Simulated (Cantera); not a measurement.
Mixture: 7.40 % CH3OH, 19.5 % O2, 73.2 % N2, at 1050 Torr, adiabatic and at constant pressure. Ignition delay is the time to a rise of 400 K.

Cantera simulation using GRI-Mech 3.0 (53 species, 325 reactions); the numbers are that mechanism's predictions, not measurements. GRI-Mech 3.0 was tuned for natural gas; its chemistry of methanol as a main component is partial and can be far from experiment. Where the delays flatten at high temperature, the 400 K rule measures the pace of heat release, not the induction time.

**Question.** Predict: delay at 1250 K; delay at 1450 K; delay at 1650 K; delay at 1850 K; delay at 2050 K.

**Answer.** 
* **delay at 1250 K**: 3.71 ms
* **delay at 1450 K**: 0.325 ms
* **delay at 1650 K**: 63.1 µs
* **delay at 1850 K**: 19.1 µs
* **delay at 2050 K**: 11.8 µs
